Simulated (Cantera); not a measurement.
What does this Cantera script print?

```python
import numpy as np
import cantera as ct

gas_names = """
    H H2 N NH NH2 NH3 N2 N2H2 N2H4 Si SiH SiH2 SiH3 SiH4 SiN Si2 Si2N Si3
""".split()
cond_names = """
    Si(cr) Si(L) Si3N4(a)
""".split()


# ... load() reads the species with a 1 bar reference pressure and builds the phases ...
atoms = {
    'trisilylamine': {'Si': 3, 'N': 1, 'H': 9},
    'NH3': {'N': 1, 'H': 3},
}
top_T = {'Si3N4(a)': 2400}  # K; cautious upper limits of use, not melting points


# ... equilibrate(T, P, feed) seeds the gas with the atoms and calls Mixture.equilibrate('TP', solver="vcs", rtol=1e-11, max_steps=5000) ...
results = []
feed = {'trisilylamine': 1, 'NH3': 41}  # mol
P = 3800  # Pa
for T in [1648, 1673, 1698, 1723, 1748, 1773, 1798, 1823, 1848]:
    mix = equilibrate(T, P, feed)
    results.append((T, P, feed, dict(zip(mix.species_names, mix.species_moles))))

top = {s: max(r[3][s] / sum(r[3][g] for g in gas_names) for r in results) for s in gas_names}
cols = sorted((s for s in top if top[s] > 1e-06), key=lambda s: -top[s])[:6]
seen = [c for c in cond_names if any(r[3].get(c, 0) > 1e-12 for r in results)]
print("log10 of partial pressures in bar; condensed amounts in mol")
print(f"{'T/K':>10s}" + "".join(f"{s[:9]:>10s}" for s in cols + seen))
for T, P, feed, n in results:
    ng = sum(n[g] for g in gas_names)
    print(f"{T:10.4g}" + "".join(f"{np.log10(max(n[s] / ng * P / 1e5, 1e-99)):10.3f}" for s in cols)
          + "".join(f"{n.get(c, 0):10.4g}" for c in seen))
```

Output:

```
log10 of partial pressures in bar; condensed amounts in mol
       T/K        H2        N2         H        Si      SiH2       SiH     Si(L)  Si3N4(a)
      1648    -1.530    -2.071    -4.816    -7.325    -7.339    -7.826         0    0.9999
      1673    -1.530    -2.071    -4.709    -7.000    -7.109    -7.537         0    0.9998
      1698    -1.530    -2.071    -4.605    -6.684    -6.887    -7.257         0    0.9997
      1723    -1.531    -2.071    -4.504    -6.377    -6.671    -6.985         0    0.9994
      1748    -1.531    -2.071    -4.406    -6.080    -6.461    -6.721         0    0.9989
      1773    -1.531    -2.071    -4.311    -5.791    -6.258    -6.464         0    0.9979
      1798    -1.531    -2.069    -4.219    -5.511    -6.061    -6.217    0.1433    0.9484
      1823    -1.541    -2.038    -4.134    -5.355    -5.996    -6.096     2.984         0
      1848    -1.541    -2.038    -4.046    -5.203    -5.922    -5.975     2.978         0
```

Cantera equilibrium calculation (NASA polynomials, part measured and part estimated; ideal gas, pure solids and liquids). The feed counts by its element totals alone. Mutual solubility and eutectic melting of coexisting phases are not modelled. Gases not in the tables: Si2H6 and higher silanes.
